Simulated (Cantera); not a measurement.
# Thermodynamics of titanium nitride, carbide and oxide coatings, feed TiCl4 + O2

A closed system holds: 1 mol TiCl4, 0.11 mol O2, equilibrated at 5100 Pa.

Cantera equilibrium calculation (NASA polynomials, part measured and part estimated; ideal gas, pure solids and liquids). Candidate condensed phases: Ti, TiCl2, TiCl3, TiCl4, TiO, TiO2, Ti2O3, Ti3O5, Ti4O7; 15 gas species. The tables' values for TiCl2 are old estimates; treat these amounts as uncertain. Condensed phases not in the tables: TiOCl. Rates play no part.

From 923 K to 2023 K the condensed part is TiO2(rutile). The main Ti-bearing gas is TiCl4 throughout.

```tsv
T (K)	x TiCl4	x Cl	x Cl2	x TiCl3	x TiOCl2	n TiO2(rutile)
923	0.802	0.000220	0.198	9.55e-9	1.52e-11	0.110
1023	0.801	0.00107	0.198	1.61e-7	7.24e-10	0.110
1123	0.800	0.00393	0.196	1.64e-6	1.71e-8	0.110
1223	0.797	0.0116	0.191	1.15e-5	2.40e-7	0.110
1323	0.790	0.0286	0.181	6.02e-5	2.23e-6	0.110
1423	0.777	0.0603	0.162	0.000256	1.50e-5	0.110
1523	0.756	0.110	0.133	0.000935	7.75e-5	0.110
1623	0.728	0.172	0.0960	0.00308	0.000323	0.110
1723	0.693	0.236	0.0605	0.00951	0.00113	0.109
1823	0.645	0.290	0.0348	0.0270	0.00338	0.108
1923	0.565	0.340	0.0200	0.0662	0.00868	0.104
2023	0.443	0.395	0.0123	0.130	0.0191	0.0954
```
x: gas mole fraction; n: condensed amount in mol.
